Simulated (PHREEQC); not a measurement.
A column of 0.5 m (30 cells, dispersivity 0.04 m, 60 s a shift, diffusion coefficient 3e-10 m²/s) holds 0.2 eq of the database's cation exchanger X per kg of pore water, first in equilibrium with 0.006 mol/kgw KCl, 0.0025 mol/kgw CaCl2 and 1e-05 mol/kgw HCl. It is flushed with 0.054 mol/kgw MnCl2, 0.00045 mol/kgw MgSO4 and 1e-05 mol/kgw HCl, at 25 °C. Values are for the last cell. No CO2 enters from the air. No solid was allowed to form.

Model: ion-association model, phreeqc.dat, run in PHREEQC.

```tsv
pore volumes	Mn in solution (mol/kgw)	S in solution (mol/kgw)	Mg in solution (mol/kgw)	K in solution (mol/kgw)
0	0	0	0	0.00600
0.4167	0	7.00e-6	0	0.00655
0.6167	6.76e-9	6.37e-5	2.13e-12	0.0102
1.017	0.000966	0.000267	1.98e-6	0.0182
1.217	0.00408	0.000341	1.20e-5	0.0192
1.617	0.0137	0.000417	5.72e-5	0.0177
1.817	0.0183	0.000432	8.49e-5	0.0162
2.217	0.0260	0.000445	0.000139	0.0129
2.617	0.0319	0.000449	0.000188	0.00999
2.817	0.0343	0.000449	0.000209	0.00872
3.217	0.0383	0.000450	0.000249	0.00658
3.417	0.0399	0.000450	0.000266	0.00569
3.817	0.0428	0.000450	0.000297	0.00422
4.217	0.0450	0.000450	0.000323	0.00311
4.417	0.0459	0.000450	0.000335	0.00266
4.817	0.0475	0.000450	0.000355	0.00194
5.017	0.0482	0.000450	0.000364	0.00166
5.417	0.0494	0.000450	0.000380	0.00120
5.617	0.0498	0.000450	0.000387	0.00102
6.017	0.0507	0.000450	0.000399	0.000736
```
